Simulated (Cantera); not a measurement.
Charge: 1 mol Si₃N₄, 9.9 mol N₂, held at 2350 K and 1330 Pa.

Cantera equilibrium calculation (NASA polynomials, part measured and part estimated; ideal gas, pure solids and liquids). Candidate condensed phases: Si, Si₃N₄; 7 gas species. The tables' values for SiN are old estimates; treat these amounts as uncertain. Kinetics and transport are ignored.

Base state: N₂ 0.887, Si 0.108, Si₂ 0.00227, SiN 0.00150, Si₂N 0.00148, Si₃ 0.000416 (mole fractions); condensed: Si(l).

### Question
What changes in the equilibrium state with this change: temperature from 2350 K to 1473.15 K?

### Answer
```tsv
species	before	after
N₂	0.887	1.00
Si	0.108	6.71e-9
SiN	0.00150	1.12e-9
Si₂	0.00227	<1e-9
Si₂N	0.00148	<1e-9
Si₃	0.000416	<1e-9
Si(l), mol	1.42	0
Si₃N₄(s), mol	0	1.00
```

### Question
What changes in the equilibrium state with this change: 0.0052 mol CH₄ added?

### Answer
```tsv
species	before	after
N₂	0.887	0.885
Si	0.108	0.108
Si₂	0.00227	0.00227
H	0	0.00124
Si₂C	0	0.000381
H₂	0	0.000131
SiH	0	4.79e-5
Si₂N	0.00148	0.00148
SiN	0.00150	0.00150
Si₃	0.000416	0.000416
Si(l), mol	1.42	1.40
```
Further candidate phases: C, C₆H₆, C₇H₈, C₈H₁₈, SiC.
